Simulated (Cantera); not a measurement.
A freely propagating, adiabatic, planar premixed flame of 7.87 % CH4, 1.97 % C2H6, 0.732 % C3H8, 18.8 % O2, 70.6 % N2, equivalence ratio 1.4, unburnt at 548 K and 5.00 bar; mixture-averaged transport, grid criteria slope 0.08 and curve 0.16, no radiation.

Model: GRI-Mech 3.0 (53 species, 325 reactions), integrated in Cantera. Burning velocities carry a grid error of a few per cent, more on coarse grids.

Question: Predict: laminar burning velocity; thermal thickness; peak x(CO); peak x(HCN).

Answer: 
```
Quantity                     Result
------------------------  ---------
laminar burning velocity  37.4 cm/s
thermal thickness          0.158 mm
peak x(CO)                   0.0832
peak x(HCN)                 4.74e-5
```
